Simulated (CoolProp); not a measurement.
Vapour-liquid equilibrium of R125 (1) + R1234yf (2) at -15.25 °C; x and y are mole fractions of (1).

Values from CoolProp's multi-fluid Helmholtz-energy mixture model, Lemmon 2005 and Lemmon 2022; pair parameters Bell 2023.

| x | bubble pressure (kPa) | y at the bubble point | dew pressure at overall composition x (kPa) | liquid density (mol/L) |
|---|---|---|---|---|
| 0.05 | 192.8 | 0.100 | 187.3 | 10.75 |
| 0.125 | 209.1 | 0.230 | 195.8 | 10.81 |
| 0.2 | … | 0.342 | 205.2 | 10.86 |
| 0.275 | 241.6 | 0.439 | 215.4 | 10.92 |
| 0.35 | 257.8 | 0.525 | 226.7 | 10.97 |
| 0.425 | … | 0.602 | 239.1 | 11.03 |
| 0.5 | 290.4 | 0.670 | 252.9 | 11.09 |
| 0.575 | 306.7 | 0.732 | 268.2 | 11.15 |
| 0.65 | 323.1 | 0.789 | 285.4 | 11.22 |
| 0.725 | … | 0.841 | 304.7 | 11.28 |
| 0.8 | 356.3 | 0.889 | 326.5 | 11.35 |
| 0.875 | 373.1 | 0.933 | 351.4 | 11.42 |
| 0.95 | 390.0 | 0.974 | 379.9 | 11.50 |

Some entries are withheld; supply them.


- 0.2, bubble pressure (kPa): 225.4
- 0.425, bubble pressure (kPa): 274.1
- 0.725, bubble pressure (kPa): 339.7

No azeotrope shows between x = 0.05 and 0.95.

Pair parameters are fitted to limited data, so mixtures are less certain than the pure fluids.
